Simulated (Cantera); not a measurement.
A freely propagating, adiabatic, planar premixed flame of CH4 : O2 : N2 = 1 : 1.67 : 6.27 (molar parts), equivalence ratio 1.2, unburnt at 575 K and 760 Torr; mixture-averaged transport, grid criteria slope 0.08 and curve 0.16, no radiation.

Cantera simulation using GRI-Mech 3.0 (53 species, 325 reactions); the numbers are that mechanism's predictions, not measurements. Burning velocities carry a grid error of a few per cent, more on coarse grids.

Task: Predict: laminar burning velocity; thermal thickness; peak x(C2H2); peak x(HCN).

Result: 
```json
{
 "laminar_burning_velocity": "111 cm/s",
 "thermal_thickness": "0.340 mm",
 "peak x(C2H2)": "0.000536",
 "peak x(HCN)": "1.61e-5"
}
```
